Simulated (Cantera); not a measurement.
Feed: 1 mol HMDSO, 3.8 mol O2, 3.5 mol H2, equilibrated at 1002 °C.

Cantera equilibrium calculation (NASA polynomials, part measured and part estimated; ideal gas, pure solids and liquids). Candidate condensed phases: C, C6H6, C7H8, C8H18, H2O, Si, SiC, SiO2; 123 gas species. The feed counts by its element totals alone. Mutual solubility and eutectic melting of coexisting phases are not modelled. The tables hold silica as quartz up to 1696 K and as liquid above; real silica turns to tridymite and cristobalite and melts near 1996 K. Equilibrium is a limit: real reactors are often held back by kinetics, nucleation or transport.

**Question.** Which condensed phases are stable at each of these points (P (Pa)): 5, 17, 59, 210, 710, 2400, 8400, 29000, 100000?

**Answer.** 
```csv
P (Pa),condensed phases,Si condensed (%)
5,SiC(s) + SiO2(β-quartz),89.5
17,SiC(s) + SiO2(β-quartz),98.0
59,SiC(s) + SiO2(β-quartz),99.6
210,C(graphite) + SiO2(β-quartz),100.0
710,C(graphite) + SiO2(β-quartz),100.0
2400,C(graphite) + SiO2(β-quartz),100.0
8400,C(graphite) + SiO2(β-quartz),100.0
29000,C(graphite) + SiO2(β-quartz),100.0
100000,C(graphite) + SiO2(β-quartz),100.0
```

From 5.00 Pa to 59.0 Pa the condensed part is SiC(s) + SiO2(β-quartz). From 2.10 mbar to 1.00 bar the condensed part is C(graphite) + SiO2(β-quartz).
